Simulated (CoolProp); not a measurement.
Neopentane at several states: density (kg/m³) from the reference equation and from simpler models built on Tc = 160.6 °C, pc = 3.196 MPa, ω = 0.196; each cubic takes its own stable root.

Model: reference Helmholtz-energy equation of state, Lemmon 2006, in CoolProp. It is a short technical equation, of lower accuracy than the large ones.

```json
[
 {"T (°C)": "65.95", "p (MPa)": "0.272", "phase": "gas", "reference": "7.460"},
 {"T (°C)": "224.15", "p (MPa)": "0.0844", "phase": "gas", "reference": "1.481"},
 {"T (°C)": "67.95", "p (MPa)": "0.639", "phase": "liquid", "reference": "532.6"},
 {"T (°C)": "130.65", "p (MPa)": "0.68", "phase": "gas", "reference": "16.19"},
 {"T (°C)": "246.15", "p (MPa)": "0.0563", "phase": "gas", "reference": "0.9439"},
 {"T (°C)": "41.15", "p (MPa)": "0.109", "phase": "gas", "reference": "3.113"}
]
```

Question: How far does each simpler model (van der Waals, Redlich-Kwong, Peng-Robinson) lie from the reference over these 6 states: mean and median of the absolute difference, and the worst?

Answer: 
- van der Waals: mean 16.9 %, median 1.5 %, worst -96.5 % at 67.95 °C and 0.639 MPa
- Redlich-Kwong: mean 16.3 %, median 0.3 %, worst -96.4 % at 67.95 °C and 0.639 MPa
- Peng-Robinson: mean 1.1 %, median 0.1 %, worst +5.0 % at 67.95 °C and 0.639 MPa

At some of these states van der Waals, Redlich-Kwong gives the other phase, because its saturation line lies elsewhere.
